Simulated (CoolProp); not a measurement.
Vapour pressure (MPa) of R113: the reference equation beside estimates from Tc = 487.2 K, pc = 3.392 MPa, ω = 0.253.

The numbers come from the reference Helmholtz-energy equation of state, Marx 1992 in CoolProp.

```
T (K)  reference  Lee-Kesler  van der Waals  Redlich-Kwong  Soave-Redlich-Kwong  Peng-Robinson
-----  ---------  ----------  -------------  -------------  -------------------  -------------
337.6     0.1716      0.1714         0.6455         0.2721               0.1714         0.1710
345.2     0.2133      0.2135         0.7231         0.3283               0.2134         0.2124
352.7     0.2618      0.2624         0.8054         0.3914               0.2622         0.2605
360.3     0.3190      0.3200         0.8947         0.4638               0.3200         0.3173
367.8     0.3843      0.3857            [?]         0.5440                  [?]         0.3822
375.4     0.4602         [?]          1.091         0.6347               0.4630         0.4578
382.9     0.5456      0.5477          1.197         0.7342               0.5496         0.5430
390.5     0.6436      0.6461          1.312         0.8455               0.6493         0.6410
398.1     0.7543      0.7568          1.433         0.9679               0.7618         0.7519
405.6     0.8767      0.8792          1.559          1.100               0.8864         0.8747
413.2      1.015       1.018          1.694          1.246                1.027          1.014
420.7      1.167       1.169          1.834          1.402                1.182          1.167
428.3      1.338       1.339          1.984          1.574                1.356          1.339
435.8      1.523       1.525          2.138          1.756                1.544          1.527
```

Q: Fill in the missing entries.

A: 
- 367.8, van der Waals: 0.9889
- 367.8, Soave-Redlich-Kwong: 0.3860
- 375.4, Lee-Kesler: 0.4620

Absolute difference from the reference over all 14 rows, mean and median: Lee-Kesler 0.3 and 0.3 %, van der Waals 128.7 and 111.6 %, Redlich-Kwong 34.5 and 33.0 %, Soave-Redlich-Kwong 0.8 and 0.8 %, Peng-Robinson 0.3 and 0.4 %.
